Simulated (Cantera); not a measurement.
Feed: 1 mol TiO2, 3.3 mol C, 1.5 mol H2, 17 mol CO, at 4.90 bar.

Method: chemical equilibrium by Gibbs-energy minimisation in Cantera with the NASA 1993 tables (ideal gas, pure condensed phases). Candidate condensed phases: C, C6H6, C7H8, C8H18, H2O, Ti, TiC, TiO, TiO2, Ti2O3, Ti3O5, Ti4O7; 113 gas species. Rates play no part.

At 1375 °C, list the 6 most abundant gas species with their mole fractions, and the condensed phases.

CO 0.919, H2 0.0794, CO2 0.000842, H2O 0.000233, CH4 4.14e-5, H 1.13e-5. Condensed: C(graphite) + Ti3O5(s).
